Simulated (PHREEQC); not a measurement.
Dissolve 0.0062 mol CuCl2, 0.038 mol H2SO4 and 0.0014 mol H3BO3 per kg of water at 10 °C. Closed to the air; pH follows from the charge balance.

Equilibrium calculation in PHREEQC: ion-association model, phreeqc.dat.

Q: The ionic strength comes out as 0.0801 mol/kgw. What activity coefficients do Cl-, CuCl+, Cu+2, H+, HSO4- get?

A: Cl- 0.79, CuCl+ 0.79, Cu+2 0.43, H+ 0.84, HSO4- 0.80.

Precipitation was switched off in this run. Away from 25 °C the constants follow the database's enthalpies or fits; those with neither stay at their 25 °C values.
